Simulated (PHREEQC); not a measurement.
Consider water at 25 °C and 10 atm with 0.0015 mol/kgw (CH3)4NCl and 0.00027 mol/kgw CuSO4. It is in equilibrium with CO2 at log p = -3.5 (atm). Otherwise closed; pH follows from the charge balance.

Equilibrium calculation in PHREEQC: ion-association model, phreeqc.dat.

Precipitation was switched off in this run.

Order these C species by the share of C that they hold, largest first: CuHCO3+, CO2, CuCO3, HCO3-.

CO2 (86 %), HCO3- (12 %), CuHCO3+ (1.3 %), CuCO3 (0.18 %)

The pH is 5.48 and the ionic strength 0.00254 mol/kgw. (CH3)4N+ isn't in the database: it is added as a free cation with an ion size of 4 Å.
